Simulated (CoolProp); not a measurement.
Saturation properties of sulfur hexafluoride.

The numbers come from the reference Helmholtz-energy equation of state, Guder 2009 in CoolProp.

```tsv
T (K)	p (bar)	liquid density (kg/m³)	vapour density (kg/m³)	liquid viscosity (µPa s)	vapour viscosity (µPa s)	liquid conductivity (mW/(m K))
239.8	4.369	1762	35.96	321	12.8	72.1
243.9	5.055	1740	41.45	301	13.0	70.9
248.1	5.837	1716	47.76	281	13.3	69.6
252.2	6.685	1693	54.67	263	13.5	68.4
256.3	7.621	1668	62.38	246	13.8	67.1
260.5	8.678	1642	71.21	229	14.0	65.8
264.6	9.810	1616	80.85	214	14.3	64.5
268.7	11.05	1589	91.64	199	14.6	63.2
272.8	12.40	1561	103.7	186	14.9	61.8
277	13.90	1530	117.6	173	15.2	60.4
281.1	15.50	1498	133.0	161	15.6	59.0
```

Viscosity comes from a separate model (Quiñones-Cisneros 2012). Thermal conductivity comes from a separate model (Assael 2012).
